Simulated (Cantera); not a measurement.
A closed system holds: 1 mol SiH4, 6.2 mol NO, 170 mol N2, at 0.220 bar.

These are equilibrium values from Cantera (NASA tables, ideal gas, pure condensed phases), not measurements of a reactor. Candidate condensed phases: H2O, Si, SiO2, Si2N2O, Si3N4; 35 gas species. The tables hold silica as quartz up to 1696 K and as liquid above; real silica turns to tridymite and cristobalite and melts near 1996 K. Equilibrium is a limit: real reactors are often held back by kinetics, nucleation or transport.

Problem. Which condensed phases are stable at each of these points (T (K)): 673, 723, 773, 823, 873, 923, 973, 1023, 1073, 1123, 1173, 1223, 1273, 1323?

Solution. 
```
T (K)  condensed phases  Si condensed (%)
-----  ----------------  ----------------
673      SiO2(α-quartz)             100.0
723      SiO2(α-quartz)             100.0
773      SiO2(α-quartz)             100.0
823      SiO2(α-quartz)             100.0
873      SiO2(β-quartz)             100.0
923      SiO2(β-quartz)             100.0
973      SiO2(β-quartz)             100.0
1023     SiO2(β-quartz)             100.0
1073     SiO2(β-quartz)             100.0
1123     SiO2(β-quartz)             100.0
1173     SiO2(β-quartz)             100.0
1223     SiO2(β-quartz)             100.0
1273     SiO2(β-quartz)             100.0
1323     SiO2(β-quartz)             100.0
```

From 673 K to 823 K the condensed part is SiO2(α-quartz). From 873 K to 1323 K the condensed part is SiO2(β-quartz).
